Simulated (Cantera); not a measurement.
Input: 1 mol SiH₄, 0.1 mol H₂O, 26 mol N₂, held at 31.0 Pa.

Method: chemical equilibrium by Gibbs-energy minimisation in Cantera with the NASA 1993 tables (ideal gas, pure condensed phases). Candidate condensed phases: H₂O, Si, SiO₂, Si₂N₂O, Si₃N₄; 35 gas species. N₂ is the only nitrogen source here; it is nearly inert below about 1500 K, so the nitride shown seldom forms there in practice. Mutual solubility and eutectic melting of coexisting phases are not modelled. Kinetics and transport are ignored.

Q: Which condensed phases are stable at each of these points (T (K)): 1423, 1473, 1523, 1573, 1623, 1673, 1723, 1773, 1823, 1873?

A: 
| T (K) | condensed phases | Si condensed (%) |
|---|---|---|
| 1423 | Si₂N₂O(s) + Si₃N₄(s) | 99.7 |
| 1473 | Si₂N₂O(s) + Si₃N₄(s) | 98.2 |
| 1523 | Si₂N₂O(s) + Si₃N₄(s) | 91.4 |
| 1573 | Si₃N₄(s) | 89.6 |
| 1623 | Si(s) | 88.5 |
| 1673 | Si(s) | 85.9 |
| 1723 | Si(l) | 80.4 |
| 1773 | Si(l) | 69.3 |
| 1823 | Si(l) | 47.0 |
| 1873 | Si(l) | 3.0 |

From 1423 K to 1523 K the condensed part is Si₂N₂O(s) + Si₃N₄(s). At 1573 K the condensed part is Si₃N₄(s). From 1623 K to 1673 K the condensed part is Si(s). From 1723 K to 1873 K the condensed part is Si(l).
